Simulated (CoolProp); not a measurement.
Vapour-liquid equilibrium of propylene (1) + n-heptane (2) at 308.9 K; x and y are mole fractions of (1).

Model: multi-fluid Helmholtz-energy mixture model, Lemmon 2013 and Span 2003; pair parameters Bell 2016, in CoolProp.

| x | bubble pressure, mixture model (MPa) | bubble pressure, Raoult's law (MPa) | y, mixture model | y, Raoult's law |
|---|---|---|---|---|
| 0.05 | 0.07422 | 0.08444 | 0.865 | 0.885 |
| 0.125 | 0.1840 | 0.1958 | 0.947 | 0.955 |
| 0.2 | 0.3043 | 0.3072 | 0.969 | 0.973 |
| 0.275 | 0.4285 | 0.4186 | 0.979 | 0.982 |
| 0.35 | 0.5512 | 0.5300 | 0.984 | 0.988 |
| 0.425 | 0.6687 | 0.6414 | 0.988 | 0.991 |
| 0.5 | 0.7791 | 0.7527 | 0.990 | 0.993 |
| 0.575 | 0.8825 | 0.8641 | 0.992 | 0.995 |
| 0.65 | 0.9805 | 0.9755 | 0.993 | 0.996 |
| 0.725 | 1.076 | 1.087 | 0.994 | 0.997 |
| 0.8 | 1.174 | 1.198 | 0.996 | 0.998 |
| 0.875 | 1.280 | 1.310 | 0.997 | 0.999 |
| 0.95 | 1.401 | 1.421 | 0.999 | 1.000 |

The largest gap from Raoult's law is -12.1 % in bubble pressure, at x = 0.05. No azeotrope shows between x = 0.05 and 0.95.

The pair parameters rest on a limited set of measurements; away from them the model extrapolates. The gap from Raoult's law changes sign with composition, which may be real or a fault of the pair parameters; it wasn't checked against measurements.
